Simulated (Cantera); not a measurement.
Mixture: H2 : O2 : N2 = 1 : 0.926 : 4.26 (molar parts), equivalence ratio 0.54, at 0.345 atm, adiabatic and at constant volume. Ignition delay is the time to a rise of 400 K.

Detailed kinetics in Cantera: the H2/O2 subset of GRI-Mech 3.0, which has no nitrogen chemistry. Where the delays flatten at high temperature, the 400 K rule measures the pace of heat release, not the induction time.

Problem. What does this change do: pressure from 0.345 atm to 4.93 atm?

Solution. 
```csv
quantity,before,after
delay at 1000 K,0.552 ms,14.7 ms
delay at 1200 K,0.171 ms,18.0 µs
delay at 1400 K,0.115 ms,4.85 µs
delay at 1600 K,0.124 ms,2.68 µs
delay at 1800 K,0.163 ms,2.03 µs
```
The hydrogen kinetics of GRI-Mech 3.0 are dated; newer H2 mechanisms differ, most at raised pressure.
